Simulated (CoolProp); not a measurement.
A simple Rankine cycle with water: condensing at 311.15 K, boiler at 8.95 MPa, turbine inlet 578.1 K, turbine efficiency 0.75, pump efficiency 0.6, no recuperator. Each further row changes one setting.

The numbers come from the reference Helmholtz-energy equation of state, Wagner 2002 in CoolProp.

```json
[
 {"case": "as stated", "thermal efficiency (%)": "28.2", "net work (kJ/kg)": "729", "heat in (kJ/kg)": "2580", "turbine exit temperature (K)": "311.2", "volume ratio over the turbine": "___"},
 {"case": "turbine inlet 598.1 K", "thermal efficiency (%)": "28.5", "net work (kJ/kg)": "___", "heat in (kJ/kg)": "2680", "turbine exit temperature (K)": "311.2", "volume ratio over the turbine": "___"},
 {"case": "condensing temperature 303.15 K", "thermal efficiency (%)": "29.1", "net work (kJ/kg)": "760", "heat in (kJ/kg)": "2620", "turbine exit temperature (K)": "303.1", "volume ratio over the turbine": "1200"},
 {"case": "boiler pressure 6.26 MPa", "thermal efficiency (%)": "___", "net work (kJ/kg)": "751", "heat in (kJ/kg)": "2720", "turbine exit temperature (K)": "311.2", "volume ratio over the turbine": "506"},
 {"case": "turbine efficiency 0.65", "thermal efficiency (%)": "24.4", "net work (kJ/kg)": "630", "heat in (kJ/kg)": "2580", "turbine exit temperature (K)": "311.2", "volume ratio over the turbine": "836"}
]
```

Fill in the missing entries.


- as stated, volume ratio over the turbine: 793
- turbine inlet 598.1 K, net work (kJ/kg): 765
- turbine inlet 598.1 K, volume ratio over the turbine: 733
- boiler pressure 6.26 MPa, thermal efficiency (%): 27.6

The expansion ends wet for: as stated; turbine inlet 598.1 K; condensing temperature 303.15 K; boiler pressure 6.26 MPa; turbine efficiency 0.65.
